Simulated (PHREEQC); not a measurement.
# Copper plating or etch bath: an equilibrium model

Solution (25 °C): 3.9 mmol/kgw Cu(BF4)2, 0.95 mmol/kgw HNO3 and 0.034 mmol/kgw FeCl3. Closed to the air; pH follows from the charge balance.

Model: ion-association model, wateq4f.dat, run in PHREEQC.

Precipitation was switched off in this run.

Estimate the pH.

pH 2.81.

In which forms is B present?

BF4- 75 %, H3BO3 15 %, BF3OH- 7.5 %, BF2(OH)2- 2.8 % of the B.

The solution is supersaturated, for example in Hematite (slow to form), so a real one may precipitate; this is no full list. Real BF4- forms and hydrolyses slowly; the run takes it at equilibrium. Fluoro complexes past AlF4- and FeF3 are missing from the database.
